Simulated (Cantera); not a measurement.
Ignition delay

Mixture: 14.6 % CH4, 1.42 % H2, 17.7 % O2, 66.3 % N2, at 100000 Pa, adiabatic and at constant pressure. Ignition delay is the time to a rise of 400 K.

Cantera simulation using GRI-Mech 3.0 (53 species, 325 reactions); the numbers are that mechanism's predictions, not measurements.

| T0 (K) | delay (ms) |
|---|---|
| 1273 | 10.0 |
| 1323 | 5.72 |
| 1373 | 3.32 |
| 1423 | 1.97 |
| 1473 | 1.20 |
| 1523 | 0.757 |
| 1573 | 0.491 |

The apparent activation energy between 1473 and 1573 K is 170 kJ/mol.
